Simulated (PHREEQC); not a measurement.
## Acid mine or pickling water (model solution)

Model water analysis in mg/L, 25 °C, pH 3.57, pe 8.9: Na 139; K 1.94; Ca 149; Mg 46.4; Cl 194; S(6) as SO4 724; B 0.875; Fe(3) 15.2; Al 28.2; Cu(2) 10.2; Pb 91.9.

Valence states are taken as typed.

Computed with PHREEQC (ion-association model, wateq4f.dat).

Each row changes one thing in this solution. This is a speciation only: nothing precipitates in the calculation.

```tsv
case	ionic strength (mol/kgw)	SO4-2 (mol/kgw)	Ca+2 (mol/kgw)	Mg+2 (mol/kgw)	CaSO4 (mol/kgw)	AlSO4+ (mol/kgw)	SI of Fe(OH)3(a) (Fe(OH)3)	SI of Gypsum (CaSO4:2H2O)
as made	0.0269	0.00488	0.00288	0.00142	0.000836	0.000738	+0.18	-0.79
B from 0.875 to 2.62 mg/L	0.0269	0.00488	0.00288	0.00142	0.000836	0.000738	+0.18	-0.79
S(6) from 724 to 1450 mg/L	0.0373	0.0111	0.00238	0.00114	0.00134	0.000773	+0.03	-0.59
```

Complexes and solids missing from the database can't appear. Some of these states are supersaturated (in Anglesite, Jarosite-K, for instance).
